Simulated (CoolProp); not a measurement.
Saturation properties of R142b.

Model: reference Helmholtz-energy equation of state, Lemmon 2006, in CoolProp. It is a short technical equation, of lower accuracy than the large ones.

```json
[
 {"T (°C)": "-69.85", "p (kPa)": "3.551", "liquid cp (kJ/(kg K))": "1.134", "vapour Z": "0.9961", "liquid viscosity (µPa s)": "801"},
 {"T (°C)": "-59.25", "p (kPa)": "7.500", "liquid cp (kJ/(kg K))": "1.147", "vapour Z": "0.9933", "liquid viscosity (µPa s)": "670"},
 {"T (°C)": "-48.75", "p (kPa)": "…", "liquid cp (kJ/(kg K))": "1.162", "vapour Z": "0.9893", "liquid viscosity (µPa s)": "570"},
 {"T (°C)": "-38.15", "p (kPa)": "26.31", "liquid cp (kJ/(kg K))": "1.179", "vapour Z": "0.9838", "liquid viscosity (µPa s)": "490"},
 {"T (°C)": "-27.65", "p (kPa)": "44.74", "liquid cp (kJ/(kg K))": "1.197", "vapour Z": "0.9765", "liquid viscosity (µPa s)": "426"},
 {"T (°C)": "-17.05", "p (kPa)": "72.63", "liquid cp (kJ/(kg K))": "1.217", "vapour Z": "0.9671", "liquid viscosity (µPa s)": "372"},
 {"T (°C)": "-6.45", "p (kPa)": "112.8", "liquid cp (kJ/(kg K))": "1.238", "vapour Z": "0.9555", "liquid viscosity (µPa s)": "328"},
 {"T (°C)": "4.05", "p (kPa)": "167.9", "liquid cp (kJ/(kg K))": "1.261", "vapour Z": "0.9417", "liquid viscosity (µPa s)": "290"},
 {"T (°C)": "14.65", "p (kPa)": "242.6", "liquid cp (kJ/(kg K))": "1.286", "vapour Z": "0.9252", "liquid viscosity (µPa s)": "258"},
 {"T (°C)": "25.25", "p (kPa)": "…", "liquid cp (kJ/(kg K))": "…", "vapour Z": "0.9060", "liquid viscosity (µPa s)": "230"},
 {"T (°C)": "35.75", "p (kPa)": "464.1", "liquid cp (kJ/(kg K))": "1.345", "vapour Z": "0.8840", "liquid viscosity (µPa s)": "205"},
 {"T (°C)": "46.35", "p (kPa)": "620.5", "liquid cp (kJ/(kg K))": "1.380", "vapour Z": "0.8588", "liquid viscosity (µPa s)": "183"}
]
```

Q: Fill in the missing entries.

A: 
- -48.75, p (kPa): 14.50
- 25.25, p (kPa): 340.4
- 25.25, liquid cp (kJ/(kg K)): 1.314

It boils at -9.1 °C under 1 atm.

Viscosity comes from a separate model (Huber 2003), an estimate that may be off by 10 % or more.
